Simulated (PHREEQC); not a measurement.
Model water analysis in mmol/kgw, 22 °C, pH 6.28, pe 8.9: Na 0.263; K 0.0071; Ca 0.0664; Mg 0.281; Cl 0.601; S(6) 0.106; Alkalinity (meq/kgw) 0.129; Sr 0.000169; Ni 0.000294.

Valence states are taken as typed.

All values are PHREEQC results (ion-association model, wateq4f.dat), not measurements.

| quantity | before | after |
|---|---|---|
| CO2 (mol/kgw) | 0.000152 | 0.000485 |
| HCO3- (mol/kgw) | 0.000129 | 0.000130 |
| SO4-2 (mol/kgw) | 0.000101 | 0.000101 |
| MgSO4 (mol/kgw) | 4.35e-6 | 4.35e-6 |
| CaSO4 (mol/kgw) | 9.19e-7 | 9.19e-7 |
| MgHCO3+ (mol/kgw) | 3.50e-7 | 3.54e-7 |
| SI of Magnesite (MgCO3) | -3.63 | -4.13 |
| SI of Gypsum (CaSO4:2H2O) | -3.74 | -3.74 |

**Question.** Which change was made?
(A) pH from 6.28 to 5.78 at the same alkalinity
(B) all concentrations times 2 at the same typed pH
(C) temperature from 22 to 75 °C at the same typed pH
(D) pH from 6.28 to 6.78 at the same alkalinity

**Answer.** A, pH from 6.28 to 5.78 at the same alkalinity

This is a speciation only: nothing precipitates in the calculation.
